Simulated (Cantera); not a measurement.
## Thermodynamics of silicon carbide growth, feed CH₃SiH₃ + H₂

A closed system holds: 1 mol CH₃SiH₃, 440 mol H₂, held at 1952 °C and 0.0880 bar.

Cantera equilibrium calculation (NASA polynomials, part measured and part estimated; ideal gas, pure solids and liquids). Candidate condensed phases: C, C₆H₆, C₇H₈, C₈H₁₈, Si, SiC; 87 gas species. The feed counts by its element totals alone. Gases not in the tables: Si₂H₆ and higher silanes. The numbers say what is thermodynamically allowed, not how fast it happens.

| Item | Result |
|---|---|
| x(H₂) | 0.976 |
| x(H) | 0.0216 |
| x(Si) | 0.00121 |
| x(C₂H₂ (acetylene)) | 0.000737 |
| x(SiH) | 0.000150 |
| x(Si₂C) | 7.75e-5 |
| x(SiH₂) | 7.45e-5 |
| x(SiC₂) | 3.30e-5 |
| x(CH₄) | 1.06e-5 |
| n(SiC(s)) | 0.266 mol |
| gas amount | 448.5 mol |
| log10 activity of C(graphite) (absent) | -0.29 |
| log10 activity of Si(l) (absent) | -0.64 |
